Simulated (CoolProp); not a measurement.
The fluid at 436.43 K and 0.173 MPa expands adiabatically to 0.0176 MPa with isentropic efficiency 0.7. The same conditions are run with several fluids, on thermodynamics alone (safety and materials aside).

Values from CoolProp's reference Helmholtz-energy equation of state of each fluid (n-octane: Beckmüller 2019; R123: Younglove 1994; R365MFC: Lemmon 2016; R152A: Outcalt 1996; R124: de Vries 1995).

```csv
fluid,work (kJ/kg),final temperature (K),final density (kg/m³)
n-octane,47.3,411.7,0.592
R123,34.8,390.9,0.830
R365MFC,36.7,404.4,0.777
R152A,78.1,373.4,0.375
R124,39.1,390.9,0.740
```
